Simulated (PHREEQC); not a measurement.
AlCl3 is added in steps, without added water, to 1 kg of water holding 0.0013 mol NaOH and 0.00051 mol NaAlO2, at 25 °C. O2 is buffered at 0.21 atm. CO2 is held at log p = -3.4 (atm). Only these solids could form: Al(OH)3(a), Halite.

Base run: PHREEQC, ion-association model, phreeqc.dat. Each further column changes one thing. The table gives HCO3- (mol/kgw).

```
AlCl3 added (mol)      base  NaOH from 0.0013 to 0.00065 mol/kgw  9.3e-05 mol/kgw NH3 added  NaOH from 0.0013 to 0.0026 mol/kgw  no solid may form
-----------------  --------  -----------------------------------  -------------------------  ----------------------------------  -----------------
0                   0.00144                             0.000932                    0.00151                             0.00248            0.00127
0.00015             0.00109                             0.000573                    0.00116                             0.00210           0.000693
0.0003             0.000733                             0.000211                   0.000802                             0.00175           0.000132
0.00045            0.000372                              9.35e-7                   0.000444                             0.00140                  …
0.000525           0.000191                              6.80e-7                   0.000264                             0.00123            1.62e-5
0.000675            9.10e-7                              5.22e-7                    1.17e-6                                   …            1.08e-5
0.000825            5.84e-7                              4.55e-7                    6.18e-7                            0.000512            7.83e-6
0.000975            4.89e-7                              4.16e-7                    5.04e-7                            0.000150            5.89e-6
0.001125            4.39e-7                              3.90e-7                    4.48e-7                             8.67e-7            4.51e-6
0.001275            4.07e-7                              3.71e-7                    4.13e-7                             5.89e-7            3.52e-6
0.00135             3.95e-7                              3.63e-7                    4.00e-7                             5.35e-7            3.14e-6
0.0015              3.75e-7                              3.50e-7                    3.79e-7                             4.69e-7            2.57e-6
0.00165             3.60e-7                              3.39e-7                    3.63e-7                                   …            2.18e-6
0.0018              3.48e-7                              3.30e-7                    3.50e-7                             4.02e-7            1.90e-6
```

Problem. Some entries are withheld; supply them.

Solution. 
- 0.00045, no solid may form: 2.18e-5
- 0.000675, NaOH from 0.0013 to 0.0026 mol/kgw: 0.000871
- 0.00165, NaOH from 0.0013 to 0.0026 mol/kgw: 4.29e-7

 In at least one series the solution becomes supersaturated in solids that the run did not let form, among them Al(OH)3(a).
